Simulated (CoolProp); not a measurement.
Model: reference Helmholtz-energy equation of state, Gao 2016, in CoolProp.

Question: Give the vapour pressure (kPa), enthalpy of vaporisation (kJ/kg), liquid cp (kJ/(kg K)), surface tension (mN/m) of saturated sulfur dioxide at 85.75 °C.

Answer: 
| T (°C) | p (kPa) | enthalpy of vaporisation (kJ/kg) | liquid cp (kJ/(kg K)) | surface tension (mN/m) |
|---|---|---|---|---|
| 85.75 | 2050 | 281 | 1.59 | 10.1 |

Surface tension comes from a separate correlation (Mulero 2012).
